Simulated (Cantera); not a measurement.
# Chlorosilane synthesis and conversion: SiCl₄ + HCl + H₂

Charge: 1 mol SiCl₄, 4.3 mol HCl, 16 mol H₂, held at 925 K and 0.200 bar.

Method: chemical equilibrium by Gibbs-energy minimisation in Cantera with the NASA 1993 tables (ideal gas, pure condensed phases). Candidate condensed phases: Si; 19 gas species. Kinetics and transport are ignored.

The x(H₂) is 0.751 and the x(HCl) is 0.203. The x(SiCl₄) is 0.0463, the x(SiHCl₃) is 0.000624 and the x(SiCl₃) is 9.86e-6. The gas amount is 21.30 mol and the log10 activity of Si(s) (absent) is -5.98.
